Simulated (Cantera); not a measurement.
Input: 1 mol Al(CH3)3, 4.6 mol N2O, 41 mol N2, at 12.0 Pa.

Equilibrium computed with Cantera from the NASA thermochemical tables; the gas is ideal and each condensed phase is pure. Candidate condensed phases: Al, AlN, Al2O3, C, C6H6, C7H8, C8H18, H2O; 148 gas species. The feed counts by its element totals alone. Rates play no part. All values below are at 1475 K.

Base state: N2 0.859, H2 0.0831, CO 0.0561, H2O 0.00148, CO2 0.000402, H 0.000341 (mole fractions); condensed: Al2O3(s).

Question: What changes in the equilibrium state with this change: Al(CH3)3 replaced by Al?

Answer: 
| species | before | after |
|---|---|---|
| N2 | 0.859 | 0.967 |
| O2 | <1e-9 | 0.0326 |
| NO | 5.39e-9 | 0.000472 |
| H2 | 0.0831 | 0 |
| CO | 0.0561 | 0 |
| H2O | 0.00148 | 0 |
| CO2 | 0.000402 | 0 |
| Al2O3(s), mol | 0.500 | 0.500 |
